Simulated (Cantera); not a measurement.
Input: 1 mol SiH₂Cl₂, 25 mol NO, a varied amount of H₂, at 600 K and 1200 Pa.

Method: chemical equilibrium by Gibbs-energy minimisation in Cantera with the NASA 1993 tables (ideal gas, pure condensed phases). Candidate condensed phases: H₂O, NH₄Cl, Si, SiO₂, Si₂N₂O, Si₃N₄; 47 gas species. Rates play no part.

log p: log10 of the partial pressure in bar; n: condensed amount in mol.

```tsv
n(H₂) (mol)	log p H₂	log p H₂O	log p N₂	log p O₂	log p HCl	log p Cl₂	log p NH₃	n SiO₂(α-quartz)
2	<-13	-2.93	-2.25	-2.34	-3.45	-3.57	<-13	1.00
3.5	<-13	-2.75	-2.26	-2.38	-3.39	-3.64	<-13	1.00
6.1	<-13	(withheld)	-2.28	(withheld)	-3.32	(withheld)	<-13	1.00
11	<-13	-2.36	-2.32	-2.65	-3.27	-3.94	<-13	1.00
19	<-13	(withheld)	(withheld)	(withheld)	-3.24	(withheld)	<-13	1.00
33	-2.60	-2.24	-2.50	<-13	-3.30	<-13	-6.53	1.00
57	-2.24	-2.41	-2.68	<-13	-3.47	<-13	-6.09	1.00
100	-2.09	-2.62	-2.88	<-13	-3.68	<-13	-5.96	1.00
```

Complete the blanks.


- 19, log p H₂O: -2.19
- 19, log p N₂: -2.37
- 19, log p O₂: -3.19
- 19, log p Cl₂: -4.31
- 6.1, log p H₂O: -2.57
- 6.1, log p O₂: -2.47
- 6.1, log p Cl₂: -3.75
